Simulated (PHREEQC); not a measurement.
# Copper plating or etch bath: speciation

Make-up at 20 °C: 0.12 mol CuCl2 and 0.044 mol H3BO3 per kg of water. It is in equilibrium with CO2 at log p = -1 (atm). Otherwise closed; pH follows from the charge balance.

The numbers come from PHREEQC with the ion-association model, phreeqc.dat.

This is a speciation only: nothing precipitates in the calculation.

Q: What pH, density does the model give?

A: pH 3.77; density 1.014 g/cm³.

Q: In which forms is C present?

A: CO2 95 %, CuHCO3+ 5.1 % of the C.

Species that the database lacks are ignored.
